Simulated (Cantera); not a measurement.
Input: 1 mol N₂O, 0.019 mol O₂, 0.42 mol N₂, held at 1973.15 K and 8.40 bar.

Method: chemical equilibrium by Gibbs-energy minimisation in Cantera with the NASA 1993 tables (ideal gas, pure condensed phases). The numbers say what is thermodynamically allowed, not how fast it happens.

Base state: N₂ 0.728, O₂ 0.264, NO 0.00766, O 9.62e-5, NO₂ 4.51e-5 (mole fractions); condensed: gas only.

What changes in the equilibrium state with this change: N₂O replaced by HI?


```json
[
 {"species": "I", "before": "0", "after": "0.310"},
 {"species": "N₂", "before": "0.728", "after": "0.250"},
 {"species": "HI", "before": "0", "after": "0.231"},
 {"species": "O₂", "before": "0.264", "after": "<1e-9"},
 {"species": "H₂", "before": "0", "after": "0.159"},
 {"species": "I₂", "before": "0", "after": "0.0266"},
 {"species": "H₂O", "before": "0", "after": "0.0226"},
 {"species": "H", "before": "0", "after": "0.000186"},
 {"species": "NO", "before": "0.00766", "after": "1.01e-7"},
 {"species": "NO₂", "before": "4.51e-5", "after": "<1e-9"}
]
```
Further candidate phases: H₂O, I₂.
